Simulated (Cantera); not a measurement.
# Equilibrium for abatement and gas-phase synthesis: HF + H2O + O2

Input: 1 mol HF, 0.59 mol H2O, 3.7 mol O2, equilibrated at 10.0 mbar.

Method: chemical equilibrium by Gibbs-energy minimisation in Cantera with the NASA 1993 tables (ideal gas, pure condensed phases). Candidate condensed phases: H2O; 37 gas species. Ions and electrons are included (thermal ionisation). The numbers say what is thermodynamically allowed, not how fast it happens.

From 3000 K to 5000 K nothing is condensed.

```
T (K)    x O      x O2    x H      x HF     x F      x OH     x H2O      x H2
-----  -----  --------  -----  --------  ------  --------  --------  --------
3000   0.518     0.209  0.106     0.107  0.0156    0.0359   0.00458   0.00449
3250   0.665    0.0709  0.143    0.0614  0.0417    0.0155  0.000540   0.00198
3500   0.706    0.0205  0.172    0.0253  0.0690   0.00599   6.43e-5  0.000852
3750   0.713   0.00643  0.187   0.00837  0.0827   0.00232   8.27e-6  0.000349
4000   0.714   0.00230  0.192   0.00273  0.0873  0.000962   1.25e-6  0.000146
4250   0.715  0.000928  0.194  0.000968  0.0888  0.000434   2.27e-7   6.53e-5
4500   0.715  0.000413  0.195  0.000379  0.0892  0.000213   4.95e-8   3.17e-5
4750   0.715  0.000200  0.195  0.000163  0.0894  0.000112   1.26e-8   1.65e-5
5000   0.715  0.000104  0.195   7.61e-5  0.0895   6.28e-5   3.67e-9   9.20e-6
```
x: gas mole fraction; nothing condenses.
